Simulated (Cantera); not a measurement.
A closed system holds: 1 mol Si, 1.7 mol O2, 5.3 mol H2, at 0.250 bar.

These are equilibrium values from Cantera (NASA tables, ideal gas, pure condensed phases), not measurements of a reactor. Candidate condensed phases: H2O, Si, SiO2; 18 gas species. The tables hold silica as quartz up to 1696 K and as liquid above; real silica turns to tridymite and cristobalite and melts near 1996 K. Gases not in the tables: Si(OH)4. The numbers say what is thermodynamically allowed, not how fast it happens.

Question: Which condensed phases are stable at each of these points (T (K)): 1175, 1225, 1275, 1325, 1375, 1425, 1475, 1525, 1575, 1625, 1675, 1725, 1775?

Answer: 
```json
[
 {"T (K)": "1175", "condensed phases": "SiO2(β-quartz)", "Si condensed (%)": "100.0"},
 {"T (K)": "1225", "condensed phases": "SiO2(β-quartz)", "Si condensed (%)": "100.0"},
 {"T (K)": "1275", "condensed phases": "SiO2(β-quartz)", "Si condensed (%)": "100.0"},
 {"T (K)": "1325", "condensed phases": "SiO2(β-quartz)", "Si condensed (%)": "100.0"},
 {"T (K)": "1375", "condensed phases": "SiO2(β-quartz)", "Si condensed (%)": "100.0"},
 {"T (K)": "1425", "condensed phases": "SiO2(β-quartz)", "Si condensed (%)": "100.0"},
 {"T (K)": "1475", "condensed phases": "SiO2(β-quartz)", "Si condensed (%)": "100.0"},
 {"T (K)": "1525", "condensed phases": "SiO2(β-quartz)", "Si condensed (%)": "100.0"},
 {"T (K)": "1575", "condensed phases": "SiO2(β-quartz)", "Si condensed (%)": "100.0"},
 {"T (K)": "1625", "condensed phases": "SiO2(β-quartz)", "Si condensed (%)": "100.0"},
 {"T (K)": "1675", "condensed phases": "SiO2(β-quartz)", "Si condensed (%)": "100.0"},
 {"T (K)": "1725", "condensed phases": "SiO2(condensed)", "Si condensed (%)": "100.0"},
 {"T (K)": "1775", "condensed phases": "SiO2(condensed)", "Si condensed (%)": "100.0"}
]
```

From 1175 K to 1675 K the condensed part is SiO2(β-quartz). From 1725 K to 1775 K the condensed part is SiO2(condensed).
